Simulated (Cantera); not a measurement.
What does this Cantera script print?

```python
import numpy as np
import cantera as ct

gas_names = [...]  # 62 gases of nasa_gas.yaml made of F, H, N, O, S
cond_names = """
    H2O(s) H2O(L) H2SO4(L) S(cr1) S(cr2) S(L)
""".split()


# ... load() reads the species with a 1 bar reference pressure and builds the phases ...
atoms = {
    'NF3': {'N': 1, 'F': 3},
    'H2O': {'H': 2, 'O': 1},
    'SO2': {'S': 1, 'O': 2},
}
top_T = {}  # K; cautious upper limits of use, not melting points


# ... equilibrate(T, P, feed) seeds the gas with the atoms and calls Mixture.equilibrate('TP', solver="vcs", rtol=1e-11, max_steps=5000) ...
results = []
feed = {'NF3': 1, 'H2O': 2.3, 'SO2': 0.0058}  # mol
P = 100  # Pa
for T in [2200, 2300, 2400, 2500, 2600, 2700, 2800, 2900, 3000, 3100]:
    mix = equilibrate(T, P, feed)
    results.append((T, P, feed, dict(zip(mix.species_names, mix.species_moles))))

top = {s: max(r[3][s] / sum(r[3][g] for g in gas_names) for r in results) for s in gas_names}
cols = sorted((s for s in top if top[s] > 0.001), key=lambda s: -top[s])[:9]
seen = [c for c in cond_names if any(r[3].get(c, 0) > 1e-12 for r in results)]
print("log10 of partial pressures in bar; condensed amounts in mol")
print(f"{'T/K':>10s}" + "".join(f"{s[:9]:>10s}" for s in cols + seen))
for T, P, feed, n in results:
    ng = sum(n[g] for g in gas_names)
    print(f"{T:10.4g}" + "".join(f"{np.log10(max(n[s] / ng * P / 1e5, 1e-99)):10.3f}" for s in cols)
          + "".join(f"{n.get(c, 0):10.4g}" for c in seen))
```

Result:

```
log10 of partial pressures in bar; condensed amounts in mol
       T/K        HF         H         O         F        O2       H2O        N2        OH        H2
      2200    -3.246    -4.714    -4.513    -6.096    -3.890    -3.932    -4.032    -4.572    -4.929
      2300    -3.262    -4.392    -4.268    -5.824    -3.927    -4.036    -4.048    -4.465    -4.755
      2400    -3.285    -4.128    -4.055    -5.551    -3.986    -4.208    -4.072    -4.412    -4.660
      2500    -3.316    -3.930    -3.878    -5.265    -4.078    -4.473    -4.101    -4.426    -4.660
      2600    -3.351    -3.795    -3.743    -4.959    -4.219    -4.844    -4.131    -4.516    -4.757
      2700    -3.391    -3.707    -3.651    -4.645    -4.418    -5.296    -4.158    -4.672    -4.923
      2800    -3.442    -3.641    -3.600    -4.352    -4.670    -5.781    -4.181    -4.866    -5.108
      2900    -3.516    -3.580    -3.582    -4.105    -4.963    -6.262    -4.204    -5.075    -5.280
      3000    -3.621    -3.520    -3.584    -3.913    -5.277    -6.726    -4.228    -5.288    -5.437
      3100    -3.764    -3.467    -3.598    -3.774    -5.593    -7.179    -4.253    -5.503    -5.589
```

Method: chemical equilibrium by Gibbs-energy minimisation in Cantera with the NASA 1993 tables (ideal gas, pure condensed phases).
